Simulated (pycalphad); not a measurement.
An equivalent pycalphad script:

```python
from pycalphad import Database, equilibrium, calculate, variables as v
import numpy as np
db = Database('COST507.tdb')
comps = ['SI', 'MG', 'VA']
phases = ['DIAMOND_A4', 'HCP_A3', 'LIQUID', 'MG2SI']
eq = equilibrium(db, comps, phases, {v.X('MG'): 0.007, v.T: np.arange(1650, 349, -50), v.P: 101325, v.N: 1}, output=['HM', 'SM'])
```

Source of the numbers: pycalphad with the COST 507 light-alloy database (1999); pressure 1 atm. No gas phase is included, though pure Mg would boil below 1650 K. These are 1990s assessments: newer ones move some temperatures and phases. Amounts are mole fractions of atoms. Kinetics are ignored, which matters at the lower temperatures.

Results at three of the temperatures:

```
T = 1350.00 K, P = 101325 Pa, N = 1 mol of atoms
G = -48802 J/mol, H = 26708 J/mol, S = 55.93 J/(mol K)  (SER reference)
chemical potentials (J/mol): Si -48424, Mg -102440
phase             fraction      x(Si)      x(Mg)
DIAMOND_A4          0.9820     1.0000       none
LIQUID              0.0180     0.6114     0.3886
```

```
T = 1300.00 K, P = 101325 Pa, N = 1 mol of atoms
G = -46032 J/mol, H = 25277 J/mol, S = 54.85 J/(mol K)  (SER reference)
chemical potentials (J/mol): Si -45678, Mg -96327
phase             fraction      x(Si)      x(Mg)
DIAMOND_A4          0.9833     1.0000       none
LIQUID              0.0167     0.5815     0.4185
```

```
T = 650.00 K, P = 101325 Pa, N = 1 mol of atoms
G = -15893 J/mol, H = 7807 J/mol, S = 36.46 J/(mol K)  (SER reference)
chemical potentials (J/mol): Si -15618, Mg -54852
phase             fraction      x(Si)      x(Mg)
DIAMOND_A4          0.9895     1.0000       none
MG2SI               0.0105     0.3333     0.6667
```

Changes of the phase set, refined by bisection:

```json
[
 {"T (K)": "1216.7", "phases above": "DIAMOND_A4 + LIQUID", "phases below": "DIAMOND_A4 + MG2SI"}
]
```

Database names, with the compositions (at.%) that they take in these runs: MG2SI: Mg 67 Si 33. DIAMOND_A4 is diamond (Si). An entry "none" or "no" means that the model of the phase leaves that element out.
